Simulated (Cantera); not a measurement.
Cantera run:

```python
import numpy as np
import cantera as ct

gas_names = [...]  # 110 gases of nasa_gas.yaml made of C, H, O
cond_names = """
    C(gr) C6H6(L) C7H8(L) C8H18(L),n-octa H2O(s) H2O(L)
""".split()


# ... load() reads the species with a 1 bar reference pressure and builds the phases ...
atoms = {
    'C2H2': {'C': 2, 'H': 2},
    'H2O': {'H': 2, 'O': 1},
}
top_T = {'C(gr)': 4500}  # K; cautious upper limits of use, not melting points


# ... equilibrate(T, P, feed) seeds the gas with the atoms and calls Mixture.equilibrate('TP', solver="vcs", rtol=1e-11, max_steps=5000) ...
results = []
feed = {'C2H2': 1, 'H2O': 0.038}  # mol
T = 2748.15  # K
P = 6800  # Pa
mix = equilibrate(T, P, feed)
results.append((T, P, feed, dict(zip(mix.species_names, mix.species_moles))))
print(gas.report(threshold=1e-05))
for i in range(1, mix.n_phases):
    print(f"{mix.phase(i).name:16s} {mix.phase_moles(i):12.5e} mol")
```

Output:

```
       temperature   2748.2 K
          pressure   6800 Pa
           density   0.00093262 kg/m^3
  mean mol. weight   3.1338 kg/kmol
   phase of matter   gas

                          1 kg             1 kmol
                     ---------------   ---------------
          enthalpy        4.0117e+07        1.2572e+08  J
   internal energy        3.2825e+07        1.0287e+08  J
           entropy             71864        2.2521e+05  J/K
    Gibbs function       -1.5738e+08       -4.9319e+08  J
 heat capacity c_p             10853             34010  J/K
 heat capacity c_v            8199.4             25695  J/K

                      mass frac. Y      mole frac. X     chem. pot. / RT
                     ---------------   ---------------   ---------------
                 C        0.00020839         5.437e-05           -3.4864
               CH2        5.8716e-05        1.3118e-05           -27.035
               CH3        9.3028e-05         1.939e-05            -38.81
                CO           0.28042          0.031374           -39.819
                C2        0.00017953         2.342e-05           -6.9729
               C2H         0.0057259        0.00071689           -18.747
    C2H2,acetylene           0.16844          0.020273           -30.522
   C2H2,vinylidene        0.00028086        3.3803e-05           -30.522
                C3         0.0027862        0.00024232           -10.459
              C4H2         0.0037651         0.0002357           -37.495
                 H          0.071369           0.22188           -11.775
                H2           0.46647           0.72511           -23.549
     [  +98 minor]        0.00019694        2.0428e-05

C(gr)             1.90883e+00 mol
```

Equilibrium computed with Cantera from the NASA thermochemical tables; the gas is ideal and each condensed phase is pure.
